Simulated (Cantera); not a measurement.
A perfectly stirred reactor is fed with 99.7 % N₂O, 0.289 % H₂O, at 1.01 bar; it is held at 1450 K, and followed from long to short residence time.

Model: GRI-Mech 3.0 (53 species, 325 reactions), integrated in Cantera. GRI-Mech 3.0 was tuned for natural gas; its chemistry of N2O as a main component is partial and can be far from experiment. The temperature is held fixed by assumption; the heat of reaction is taken as removed at once.

### Question
Predict: x(N₂O) at τ = 1.20 s; x(H₂O) at τ = 1.20 s; x(O₂) at τ = 1.20 s; x(H₂O₂) at τ = 1.20 s; x(NO) at τ = 1.20 s; x(N₂O) at τ = 0.110 s; x(H₂O) at τ = 0.110 s; x(O₂) at τ = 0.110 s; x(H₂O₂) at τ = 0.110 s; x(NO) at τ = 0.110 s.

### Answer
```
Quantity                 Result
----------------------  -------
x(N₂O) at τ = 1.20 s     0.0282
x(H₂O) at τ = 1.20 s    0.00195
x(O₂) at τ = 1.20 s       0.294
x(H₂O₂) at τ = 1.20 s   1.42e-9
x(NO) at τ = 1.20 s      0.0580
x(N₂O) at τ = 0.110 s     0.199
x(H₂O) at τ = 0.110 s   0.00210
x(O₂) at τ = 0.110 s      0.223
x(H₂O₂) at τ = 0.110 s  3.23e-9
x(NO) at τ = 0.110 s     0.0859
```
